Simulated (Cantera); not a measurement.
Feed: 1 mol HMDSO, 11 mol N2O, 7.6 mol N2, held at 1550 °C.

These are equilibrium values from Cantera (NASA tables, ideal gas, pure condensed phases), not measurements of a reactor. Candidate condensed phases: C, C6H6, C7H8, C8H18, H2O, Si, SiC, SiO2, Si2N2O, Si3N4; 151 gas species. The feed counts by its element totals alone. The tables hold silica as quartz up to 1696 K and as liquid above; real silica turns to tridymite and cristobalite and melts near 1996 K. Gases not in the tables: Si(OH)4. Equilibrium is a limit: real reactors are often held back by kinetics, nucleation or transport.

Task: Which condensed phases are stable at each of these points (P (Pa)): 5, 36, 260, 1900, 14000, 100000?

Result: 
```tsv
P (Pa)	condensed phases	Si condensed (%)
5	gas only	0.0
36	SiO2(condensed)	55.1
260	SiO2(condensed)	91.2
1900	SiO2(condensed)	98.7
14000	SiO2(condensed)	99.8
100000	SiO2(condensed)	100.0
```

At 5.00e-5 bar nothing is condensed. From 0.000360 bar to 1.00 bar the condensed part is SiO2(condensed). The share of Si in condensed phases is highest at 1.00 bar (100.0 %) and lowest at 5.00e-5 bar (0.0 %).
